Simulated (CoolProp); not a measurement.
Vapour-liquid equilibrium of p-xylene (1) + n-nonane (2) at 2.22 kPa; x and y are mole fractions of (1).

The numbers come from the multi-fluid Helmholtz-energy mixture model, Zhou 2012 and Lemmon 2006; pair parameters Bell 2016 in CoolProp.

### Question
Give the bubble temperature and the first vapour's composition at x = 0.05, 0.45, 0.95. Is there an azeotrope?

### Answer
x = 0.05: 320.5 K, y = 0.096; x = 0.45: 314.9 K, y = 0.602; x = 0.95: 310.1 K, y = 0.971. No azeotrope shows between x = 0.05 and 0.95.

Pair parameters are fitted to limited data, so mixtures are less certain than the pure fluids.
